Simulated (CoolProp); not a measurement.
Properties of C3F8 (R218) along the isotherm 74.85 °C (Tc = 71.9 °C, pc = 2.640 MPa, ω = 0.317).

Values from CoolProp's reference Helmholtz-energy equation of state, Lemmon 2006. It is a short technical equation, of lower accuracy than the large ones.

| p (MPa) | phase | cp (kJ/(kg K)) | cv (kJ/(kg K)) |
|---|---|---|---|
| 0.88 | gas | 0.9169 | 0.8356 |
| 1.76 | gas | 1.060 | 0.8659 |
| 2.64 | gas | 2.454 | 0.9345 |
| 3.52 | supercritical | 1.705 | 0.8956 |
| 4.4 | supercritical | 1.425 | 0.8811 |
| 5.28 | supercritical | 1.327 | 0.8737 |
| 6.16 | supercritical | 1.274 | 0.8690 |
| 7.04 | supercritical | 1.239 | 0.8657 |
| 7.92 | supercritical | 1.214 | 0.8631 |
| 8.8 | supercritical | 1.195 | 0.8611 |
| 9.68 | supercritical | 1.180 | 0.8596 |
| 10.6 | supercritical | 1.167 | 0.8582 |
| 11.4 | supercritical | 1.157 | 0.8573 |
| 12.3 | supercritical | 1.148 | 0.8564 |
| 13.2 | supercritical | 1.140 | 0.8556 |
